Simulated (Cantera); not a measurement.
Charge: 1 mol AlCl₃, 3.4 mol NH₃, 18 mol N₂, held at 0.0560 bar.

These are equilibrium values from Cantera (NASA tables, ideal gas, pure condensed phases), not measurements of a reactor. Candidate condensed phases: Al, AlCl₃, AlN, NH₄Cl; 20 gas species. Equilibrium is a limit: real reactors are often held back by kinetics, nucleation or transport.

Over these rows the condensed part is AlN(s). Partial pressures as log10 of bar:

```
T (K)  1000/T (1/K)  log p AlCl  log p N₂  log p H₂  log p HCl  log p AlCl₃
-----  ------------  ----------  --------  --------  ---------  -----------
1398         0.7153       -4.98     -1.37     -2.01      -2.60        -2.88
1448         0.6906       -4.53     -1.37     -2.01      -2.61        -2.89
1498         0.6676           ?     -1.37     -2.01      -2.62        -2.90
1548         0.6460       -3.74     -1.37     -2.01      -2.63        -2.92
1598         0.6258       -3.39     -1.38     -2.01      -2.65        -2.96
1648         0.6068       -3.08     -1.38     -2.01      -2.68        -3.05
```

Problem. Fit log p(AlCl) = a + b·(1000/T) to the five rows, give the apparent enthalpy, and predict the row at 1498 K.

Solution. Means: 1000/T = 0.6569, log p = -3.944. Sxy = -0.142990, Sxx = 0.0081423, so b = -17.56 and a = -3.944 − (-17.56)×0.6569 = 7.59.
Apparent enthalpy: −19.145 × (-17.56) = 336 kJ/mol. With the condensed phases at unit activity, 2/3 AlN(s) + 1/3 AlCl₃(g) = AlCl(g) + 1/3 N₂(g) links this pressure to the main gases: over the six rows their terms move log p by -0.05 in all, so the slope is close to that reaction's ΔH°. The five rows lie within 0.01 of the line.
Prediction at 1498 K: 7.59 + (-17.56)×0.6676 = -4.13. The computed value is -4.12, 0.01 from the line.
